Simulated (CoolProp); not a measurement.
The numbers come from the reference Helmholtz-energy equation of state, Fiedler 2023 in CoolProp.

Problem. For tetrahydrofuran, give the phase and the Z, cv (kJ/(kg K)), Joule-Thomson coefficient (K/MPa), isothermal compressibility (1/MPa) at 254.95 °C and 22.3 bar; -81.35 °C and 0.11 bar; 155.05 °C and 138 bar.

Solution. 
- 254.95 °C and 22.3 bar: gas; Z 0.821, cv 1.87, Joule-Thomson coefficient 9.37, isothermal compressibility 0.566
- -81.35 °C and 0.11 bar: liquid; Z 0.000500, cv 1.01, Joule-Thomson coefficient -0.541, isothermal compressibility 0.000462
- 155.05 °C and 138 bar: liquid; Z 0.372, cv 1.65, Joule-Thomson coefficient -0.190, isothermal compressibility 0.00259
